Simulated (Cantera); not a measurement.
A freely propagating, adiabatic, planar premixed flame of 16.4 % CH₃OH, 17.5 % O₂, 66.1 % N₂, equivalence ratio 1.4, unburnt at 475 K and 1.88 atm; mixture-averaged transport, grid criteria slope 0.08 and curve 0.16, no radiation.

Computed with Cantera and GRI-Mech 3.0 (53 species, 325 reactions). GRI-Mech 3.0 was tuned for natural gas; its chemistry of methanol as a main component is partial and can be far from experiment. Burning velocities carry a grid error of a few per cent, more on coarse grids.

Problem. Predict: laminar burning velocity; thermal thickness; peak x(CH₄); peak x(CH₂); peak x(HO₂).

Solution. 
```
Quantity                      Value
------------------------  ---------
laminar burning velocity  91.0 cm/s
thermal thickness          0.141 mm
peak x(CH₄)                0.000420
peak x(CH₂)                 1.67e-5
peak x(HO₂)                 0.00302
```
